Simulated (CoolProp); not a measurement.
Vapour-liquid equilibrium of R143a (1) + dimethyl ether (2) at 0.0209 MPa; x and y are mole fractions of (1).

Values from CoolProp's multi-fluid Helmholtz-energy mixture model, Lemmon and Jacobsen 2000 and Wu 2011; pair parameters Bell 2016.

```csv
x,"bubble temperature, mixture model (K)","bubble temperature, Raoult's law (K)","y, mixture model","y, Raoult's law"
0.05,215.0,215.6,0.170,0.144
0.125,212.2,213.2,0.355,0.318
0.2,209.9,211.1,[?],0.454
0.275,207.9,209.2,[?],0.561
0.35,206.3,207.5,[?],0.648
0.425,204.9,206.0,0.725,0.719
0.5,203.6,204.5,[?],0.778
0.575,202.5,203.2,0.820,0.828
0.65,[?],202.0,[?],0.870
0.725,200.5,200.9,0.894,0.905
0.8,199.6,199.9,0.925,0.936
0.875,198.7,198.9,0.954,0.963
0.95,197.9,198.0,0.982,0.986
```

Task: What belongs in the gaps?

Result: 
- 0.2, y, mixture model: 0.487
- 0.275, y, mixture model: 0.586
- 0.35, y, mixture model: 0.663
- 0.5, y, mixture model: 0.776
- 0.65, bubble temperature, mixture model (K): 201.4
- 0.65, y, mixture model: 0.859

The largest gap from Raoult's law is -1.3 K in bubble temperature, at x = 0.275. No azeotrope shows between x = 0.05 and 0.95.

Pair parameters are fitted to limited data, so mixtures are less certain than the pure fluids.
